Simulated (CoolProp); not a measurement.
Vapour-liquid equilibrium of R125 (1) + R1234yf (2) at 14.25 °C; x and y are mole fractions of (1).

The numbers come from the multi-fluid Helmholtz-energy mixture model, Lemmon 2005 and Lemmon 2022; pair parameters Bell 2023 in CoolProp.

```tsv
x	bubble pressure, mixture model (MPa)	bubble pressure, Raoult's law (MPa)	y, mixture model	y, Raoult's law
0.05	?	0.5253	0.089	0.098
0.15	?	0.5781	?	0.266
0.25	0.6258	0.6310	?	0.407
0.35	?	0.6838	?	0.526
0.45	0.7286	0.7366	0.593	0.627
0.55	0.7809	0.7894	0.683	0.716
0.65	0.8339	0.8423	0.765	0.793
0.75	0.8878	0.8951	0.839	0.861
0.85	0.9427	0.9479	0.907	0.921
0.95	?	1.001	0.970	0.975
```

**Question.** Fill in the missing entries.

**Answer.** 
- 0.05, bubble pressure, mixture model (MPa): 0.5242
- 0.15, bubble pressure, mixture model (MPa): 0.5749
- 0.15, y, mixture model: 0.244
- 0.25, y, mixture model: 0.377
- 0.35, bubble pressure, mixture model (MPa): 0.6769
- 0.35, y, mixture model: 0.492
- 0.95, bubble pressure, mixture model (MPa): 0.9987

The largest gap from Raoult's law is -1.1 % in bubble pressure, at x = 0.45. No azeotrope shows between x = 0.05 and 0.95.

The pair parameters rest on a limited set of measurements; away from them the model extrapolates.
